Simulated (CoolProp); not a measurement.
Values from CoolProp's reference Helmholtz-energy equation of state, McLinden 2015.

Task: Give the vapour pressure (bar), liquid density (kg/m³), vapour density (kg/m³), enthalpy of vaporisation (kJ/kg) of saturated the fluoroketone C6F12O (FK-5-1-12) at 325.8, 356.2, 380.6 K.

Result: 
```
T (K)  p (bar)  liquid density (kg/m³)  vapour density (kg/m³)  enthalpy of vaporisation (kJ/kg)
-----  -------  ----------------------  ----------------------  --------------------------------
325.8     1.15                    1520                    14.4                              86.9
356.2     2.88                    1410                    35.6                              76.9
380.6     5.35                    1310                    67.6                              67.2
```
